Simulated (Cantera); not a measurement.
Charge: 1 mol Si3H8, 7.4 mol H2, 0.53 mol HCl, held at 1.20 bar.

Equilibrium computed with Cantera from the NASA thermochemical tables; the gas is ideal and each condensed phase is pure. Candidate condensed phases: Si; 19 gas species. The feed counts by its element totals alone. Equilibrium is a limit: real reactors are often held back by kinetics, nucleation or transport.

Over these rows the condensed part is Si(s). Partial pressures as log10 of bar:

```
T (K)  1000/T (1/K)  log p SiCl2  log p H2  log p HCl
-----  ------------  -----------  --------  ---------
975          1.0256        -4.43      0.07      -2.28
1050         0.9524        -3.85      0.07      -2.03
1125         0.8889        -3.37      0.07      -1.82
1200         0.8333        -2.99      0.07      -1.65
1275         0.7843            ?      0.07      -1.53
1350         0.7407        -2.51      0.06      -1.45
```

Q: Fit log p(SiCl2) = a + b·(1000/T) to the five rows, give the apparent enthalpy, and predict the row at 1275 K.

A: Means: 1000/T = 0.8882, log p = -3.430. Sxy = -0.324178, Sxx = 0.0477711, so b = -6.79 and a = -3.430 − (-6.79)×0.8882 = 2.60.
Apparent enthalpy: −19.145 × (-6.79) = 130 kJ/mol. With the condensed phases at unit activity, Si(s) + 2 HCl(g) = SiCl2(g) + H2(g) links this pressure to the main gases: over the six rows their terms move log p by +1.67 in all, so the slope isn't that reaction's ΔH° alone. The five rows lie within 0.08 of the line.
Prediction at 1275 K: 2.60 + (-6.79)×0.7843 = -2.73. The computed value is -2.71, 0.02 from the line.
